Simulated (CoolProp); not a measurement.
Properties of octamethylcyclotetrasiloxane (D4) at several states.

Computed with CoolProp (reference Helmholtz-energy equation of state, Thol 2015).

| T (K) | p (kPa) | phase | cp (kJ/(kg K)) | speed of sound (m/s) | isothermal compressibility (1/MPa) | expansivity (1/kK) | fugacity coefficient |
|---|---|---|---|---|---|---|---|
| 395.2 | 45.5 | liquid | 1.866 | 612.8 | 0.003750 | 1.494 | 0.4368 |
| 569.1 | 86 | gas | 1.951 | 124.1 | 11.94 | 1.937 | 0.9749 |
| 514.6 | 958 | liquid | 2.176 | 300.3 | 0.01937 | 2.789 | 0.3787 |
